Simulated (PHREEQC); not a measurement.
Leach liquor

Solution (25 °C): 48 mmol/kgw H2SO4, 2.1 mmol/kgw CuSO4 and 8.4 mmol/kgw Fe2(SO4)3. Closed to the air; pH follows from the charge balance.

All values are PHREEQC results (ion-association model, wateq4f.dat), not measurements.

No solid was allowed to form.

Task: Predict the pH, ionic strength.

Result: pH 1.35; ionic strength 0.102 mol/kgw.

Task: In which forms is Fe present?

Result: FeSO4+ 68 %, FeHSO4+2 17 %, Fe(SO4)2- 10 %, Fe+3 4.0 % of the Fe.

Examples of supersaturated solids here: Hematite (slow to form), Goethite (slow to form). Others may be too.
